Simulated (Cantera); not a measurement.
A closed system holds: 1 mol borazine, 15 mol NH3, 0.24 mol N2, held at 823 K and 36.0 Pa.

Method: chemical equilibrium by Gibbs-energy minimisation in Cantera with the NASA 1993 tables (ideal gas, pure condensed phases). Candidate condensed phases: B, BN; 15 gas species. The feed counts by its element totals alone. Rates play no part.

Base state: H2 0.767, N2 0.233 (mole fractions); condensed: BN(s).

Problem. What changes in the equilibrium state with this change: borazine replaced by BF3?

Solution. 
```
species     before    after
----------  ------  -------
H2           0.767    0.718
N2           0.233    0.247
BF3              0   0.0303
HF               0  0.00514
BN(s), mol    3.00   0.0535
```

Problem. What changes in the equilibrium state with this change: temperature from 823 K to 1698.15 K?

Solution. 
| species | before | after |
|---|---|---|
| H2 | 0.767 | 0.761 |
| N2 | 0.233 | 0.232 |
| H | <1e-9 | 0.00666 |
| BN(s), mol | 3.00 | 3.00 |
